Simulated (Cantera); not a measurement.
Input: 1 mol Fe, 0.065 mol H₂O, 1.5 mol H₂, 0.19 mol NH₃, at 8.30 bar.

Equilibrium computed with Cantera from the NASA thermochemical tables; the gas is ideal and each condensed phase is pure. Candidate condensed phases: Fe, FeO, Fe(OH)₂, Fe(OH)₃, Fe₂O₃, Fe₃O₄, H₂O; 27 gas species. The numbers say what is thermodynamically allowed, not how fast it happens.

Question: At 1823 K, list the 5 most abundant gas species with their mole fractions, and the condensed phases.

Answer: H₂ 0.918, N₂ 0.0488, H₂O 0.0334, H 0.000144, NH₃ 4.49e-5. Condensed: Fe(l).
